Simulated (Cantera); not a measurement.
Source: NASA polynomial tables (part measured, part estimated), evaluated in Cantera. Values are per mole of reaction as written; species without (g) are pure solids or liquids, kept so even where they would boil at 1 bar. The tables' values for C2F4 are old estimates.

Q: Between 300 and 2148 K, where is each reaction favourable under standard conditions?
- C2F4(g) + CuF2 → Cu + 2 CF3(g)

A: 
- C2F4(g) + CuF2 → Cu + 2 CF3(g): ΔG° is 201 kJ at 300 K and -32 kJ at 2148 K; it changes sign between 1773 and 1848 K. ΔH° is 156 kJ and ΔS° 88 J/K at 2148 K.
